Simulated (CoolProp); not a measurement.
Vapour-liquid equilibrium of cyclohexane (1) + p-xylene (2) at 4.32 bar; x and y are mole fractions of (1).

The numbers come from the multi-fluid Helmholtz-energy mixture model, Zhou 2014 and Zhou 2012; pair parameters Bell 2016 in CoolProp.

```csv
x,bubble temperature (°C),y at the bubble point,dew temperature at overall composition x (°C),liquid density (mol/L)
0.05,?,0.148,200.2,?
0.2,179.8,0.461,193.4,6.782
0.35,167.9,0.648,185.9,6.995
0.5,158.7,0.769,?,7.189
0.65,151.4,0.856,167.7,7.374
0.8,145.3,?,156.2,7.559
0.95,139.8,0.982,142.8,7.750
```

### Question
Fill in the missing entries.

### Answer

- 0.05, bubble temperature (°C): 195.8
- 0.05, liquid density (mol/L): 6.536
- 0.5, dew temperature at overall composition x (°C): 177.5
- 0.8, y at the bubble point: 0.924

No azeotrope shows between x = 0.05 and 0.95.

Pair parameters are fitted to limited data, so mixtures are less certain than the pure fluids.
